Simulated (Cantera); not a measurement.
A perfectly stirred reactor is fed with H2 : O2 : N2 = 1.8 : 1 : 0.77 (molar parts), at 128 Torr; it is held at 1150 K, and followed from long to short residence time.

Computed with Cantera and the H2/O2 subset of GRI-Mech 3.0, which has no nitrogen chemistry. The temperature is held fixed by assumption; the heat of reaction is taken as removed at once.

### Question
What does this change do: temperature 1150 to 1000 K?

### Answer
```tsv
quantity	before	after
x(H2) at τ = 0.710 s	0.00157	0.00669
x(O2) at τ = 0.710 s	0.0381	0.0406
x(H) at τ = 0.710 s	0.000102	6.71e-5
x(H2O2) at τ = 0.710 s	2.30e-6	3.43e-6
x(O) at τ = 0.710 s	6.80e-5	3.06e-5
x(H2) at τ = 22.0 ms	0.0129	0.0327
x(O2) at τ = 22.0 ms	0.0435	0.0532
x(H) at τ = 22.0 ms	0.00278	0.00161
x(H2O2) at τ = 22.0 ms	4.65e-6	2.32e-6
x(O) at τ = 22.0 ms	0.000740	0.000332
```
